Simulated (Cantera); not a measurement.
Input (Python, Cantera) and output of one run.

```python
import numpy as np
import cantera as ct

gas_names = [...]  # 113 gases of nasa_gas.yaml made of C, F, H, Si
cond_names = """
    C(gr) C6H6(L) C7H8(L) C8H18(L),n-octa Si(cr) Si(L) SiC(b)
""".split()


# ... load() reads the species with a 1 bar reference pressure and builds the phases ...
atoms = {
    'SiF4': {'Si': 1, 'F': 4},
    'C2H4': {'C': 2, 'H': 4},
    'H2': {'H': 2},
}
top_T = {'C(gr)': 4500, 'SiC(b)': 3050}  # K; cautious upper limits of use, not melting points


# ... equilibrate(T, P, feed) seeds the gas with the atoms and calls Mixture.equilibrate('TP', solver="vcs", rtol=1e-11, max_steps=5000) ...
results = []
feed = {'SiF4': 1, 'C2H4': 0.027, 'H2': 1100}  # mol
T = 2275  # K
P = 133.322  # Pa
mix = equilibrate(T, P, feed)
results.append((T, P, feed, dict(zip(mix.species_names, mix.species_moles))))
print(gas.report(threshold=1e-05))
for i in range(1, mix.n_phases):
    print(f"{mix.phase(i).name:16s} {mix.phase_moles(i):12.5e} mol")
```

It prints:

```
       temperature   2275 K
          pressure   133.32 Pa
           density   1.3307e-05 kg/m^3
  mean mol. weight   1.888 kg/kmol
   phase of matter   gas

                          1 kg             1 kmol
                     ---------------   ---------------
          enthalpy        5.4337e+07        1.0259e+08  J
   internal energy        4.4318e+07        8.3673e+07  J
           entropy        1.2985e+05        2.4516e+05  J/K
    Gibbs function       -2.4108e+08       -4.5516e+08  J
 heat capacity c_p             17009             32114  J/K
 heat capacity c_v             12605             23799  J/K

                      mass frac. Y      mole frac. X     chem. pot. / RT
                     ---------------   ---------------   ---------------
    C2H2,acetylene        0.00028585        2.0727e-05           -37.827
                 H           0.11029           0.20658           -13.378
                HF          0.034355         0.0032421           -51.836
                H2           0.84286           0.78935           -26.755
                Si          0.011807        0.00079371           -13.159
     [ +108 minor]        0.00040474        2.0837e-05

C(gr)             0.00000e+00 mol
Si(L)             0.00000e+00 mol
SiC(b)            0.00000e+00 mol
```

Cantera equilibrium calculation (NASA polynomials, part measured and part estimated; ideal gas, pure solids and liquids).
